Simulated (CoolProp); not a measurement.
Sulfur dioxide along the isotherm 412.2 K: Z from the reference equation and from simpler models built on Tc = 430.6 K, pc = 7.887 MPa, ω = 0.256; each cubic takes its own stable root.

The numbers come from the reference Helmholtz-energy equation of state, Gao 2016 in CoolProp.

```tsv
p (MPa)	phase	reference
0.0623	gas	0.9968
0.0941	gas	0.9952
0.142	gas	0.9927
0.214	gas	0.9889
0.323	gas	0.9832
0.487	gas	0.9746
0.735	gas	0.9612
1.11	gas	0.9406
1.67	gas	0.9083
2.52	gas	0.8555
3.81	gas	0.7630
8.66	liquid	0.1689
13.1	liquid	0.2413
19.7	liquid	0.3449
```

How far does each simpler model (van der Waals, Redlich-Kwong, Soave-Redlich-Kwong, Peng-Robinson) lie from the reference over these 14 states: mean and median of the absolute difference, and the worst?


- van der Waals: mean 12.3 %, median 1.0 %, worst +58.0 % at 412.2 K and 8.66 MPa
- Redlich-Kwong: mean 4.5 %, median 0.3 %, worst +23.7 % at 412.2 K and 8.66 MPa
- Soave-Redlich-Kwong: mean 3.8 %, median 0.1 %, worst +19.8 % at 412.2 K and 8.66 MPa
- Peng-Robinson: mean 1.2 %, median 0.3 %, worst +6.9 % at 412.2 K and 8.66 MPa
